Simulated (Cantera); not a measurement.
# Iron carbonyl, mercury and lead vapours: Pb + O₂ + H₂

Feed: 1 mol Pb, 0.26 mol O₂, 0.24 mol H₂, held at 1 atm.

Cantera equilibrium calculation (NASA polynomials, part measured and part estimated; ideal gas, pure solids and liquids). Candidate condensed phases: H₂O, Pb, PbO, PbO₂, Pb₃O₄; 12 gas species. Each liquid is taken as pure. Mutual solubility and eutectic melting of coexisting phases are not modelled. Gases not in the tables: (PbO)n polymers. Kinetics and transport are ignored.

| T (K) | log p H₂O | log p Pb | log p PbO | log p H₂ | log p OH | log p Pb₂ | n Pb(s) | n PbO(red) | n Pb(l) | n PbO(yellow) | n PbO(l) |
|---|---|---|---|---|---|---|---|---|---|---|---|
| 548 | 0.01 | <-11 | <-11 | -4.96 | <-11 | <-11 | 0.720 | 0.280 | 0 | 0 | 0 |
| 648 | 0.01 | -10.08 | <-11 | -4.58 | <-11 | <-11 | 0 | 0.280 | 0.720 | 0 | 0 |
| 748 | 0.01 | -8.06 | -11.43 | -4.31 | <-11 | <-11 | 0 | 0.280 | 0.720 | 0 | 0 |
| 848 | 0.01 | -6.52 | -9.12 | -4.09 | -11.92 | <-11 | 0 | 0 | 0.720 | 0.280 | 0 |
| 948 | 0.01 | -5.32 | -7.31 | -3.91 | -10.16 | -11.18 | 0 | 0 | 0.720 | 0.280 | 0 |
| 1048 | 0.01 | -4.35 | -5.86 | -3.75 | -8.73 | -9.55 | 0 | 0 | 0.720 | 0.280 | 0 |
| 1148 | 0.01 | -3.55 | -4.66 | -3.62 | -7.56 | -8.22 | 0 | 0 | 0.720 | 0.280 | 0 |
| 1248 | 0.00 | -2.89 | -3.75 | -3.41 | -6.61 | -7.11 | 0 | 0 | 0.720 | 0 | 0.280 |
| 1348 | 0.00 | -2.32 | -3.00 | -3.22 | -5.81 | -6.17 | 0 | 0 | 0.719 | 0 | 0.280 |
| 1448 | 0.00 | -1.84 | -2.35 | -3.06 | -5.13 | -5.36 | 0 | 0 | 0.716 | 0 | 0.279 |
| 1548 | -0.02 | -1.42 | -1.80 | -2.92 | -4.55 | -4.66 | 0 | 0 | 0.710 | 0 | 0.276 |
log p: log10 of the partial pressure in bar; n: condensed amount in mol.

At 548 K the condensed part is Pb(s) + PbO(red). From 648 K to 748 K the condensed part is Pb(l) + PbO(red). From 848 K to 1148 K the condensed part is Pb(l) + PbO(yellow). From 1248 K to 1548 K the condensed part is Pb(l) + PbO(l).
